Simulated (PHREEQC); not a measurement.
**Reverse-osmosis permeate (model solution)**

Synthetic water in mg/L, 25 °C, pH 5.8, pe 10.6:

```json
[
 {"constituent": "Na", "mg/L": "2.1"},
 {"constituent": "K", "mg/L": "0.182"},
 {"constituent": "Ca", "mg/L": "1.59"},
 {"constituent": "Mg", "mg/L": "0.271"},
 {"constituent": "Cl", "mg/L": "1.61"},
 {"constituent": "S(6) as SO4", "mg/L": "1.93"},
 {"constituent": "Alkalinity as HCO3", "mg/L": "7.12"},
 {"constituent": "B", "mg/L": "0.00608"},
 {"constituent": "O(0) (dissolved oxygen)", "mg/L": "0.00458"},
 {"constituent": "Pb", "mg/L": "0.0115"},
 {"constituent": "Li", "mg/L": "0.035"},
 {"constituent": "N(5) as NO3", "mg/L": "0.0134"},
 {"constituent": "Zn", "mg/L": "0.00208"}
]
```

Valence states are taken as typed.

Computed with PHREEQC (ion-association model, wateq4f.dat).

Precipitation was switched off in this run.

Q: What charge-balance error does the model give?

A: charge-balance error 0.1 %.

Q: In which forms is C present?

A: CO2 78 %, HCO3- 22 % of the C.

Species that the database lacks are ignored.
